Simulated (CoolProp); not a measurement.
Vapour-liquid equilibrium of p-xylene (1) + n-nonane (2) at 103.65 °C; x and y are mole fractions of (1).

Computed with CoolProp (multi-fluid Helmholtz-energy mixture model, Zhou 2012 and Lemmon 2006; pair parameters Bell 2016).

| x | bubble pressure (MPa) | y at the bubble point | dew pressure at overall composition x (MPa) | liquid density (mol/L) |
|---|---|---|---|---|
| 0.05 | 0.02475 | 0.078 | 0.02447 | 5.155 |
| 0.125 | 0.02582 | 0.184 | 0.02522 | 5.286 |
| 0.2 | 0.02683 | 0.279 | 0.02599 | 5.423 |
| 0.275 | 0.02780 | 0.367 | 0.02679 | 5.567 |
| 0.35 | 0.02873 | 0.448 | 0.02761 | 5.718 |
| 0.425 | 0.02963 | 0.524 | 0.02846 | 5.877 |
| 0.5 | 0.03051 | 0.596 | 0.02934 | 6.043 |
| 0.575 | 0.03138 | 0.664 | 0.03025 | 6.218 |
| 0.65 | 0.03224 | 0.730 | 0.03120 | 6.403 |
| 0.725 | 0.03310 | 0.792 | 0.03218 | 6.597 |
| 0.8 | 0.03395 | 0.852 | 0.03320 | 6.802 |
| 0.875 | 0.03480 | 0.910 | 0.03428 | 7.018 |
| 0.95 | 0.03566 | 0.965 | 0.03542 | 7.247 |

No azeotrope shows between x = 0.05 and 0.95.

Pair parameters are fitted to limited data, so mixtures are less certain than the pure fluids.
